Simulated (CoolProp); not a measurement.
Values from CoolProp's reference Helmholtz-energy equation of state, Younglove 1994. It is a modified Benedict-Webb-Rubin equation, recast in Helmholtz form.

**Question.** For R123, give the phase and the speed of sound (m/s), Prandtl number at 149.25 °C and 1.01 bar; 188.05 °C and 1.01 bar; 213.95 °C and 1.01 bar.

**Answer.** 
- 149.25 °C and 1.01 bar: gas; speed of sound 155, Prandtl number 0.739
- 188.05 °C and 1.01 bar: gas; speed of sound 162, Prandtl number 0.730
- 213.95 °C and 1.01 bar: gas; speed of sound 167, Prandtl number 0.724

Viscosity comes from a separate model (Tanaka 1996). Thermal conductivity comes from a separate model (Laesecke 1996).
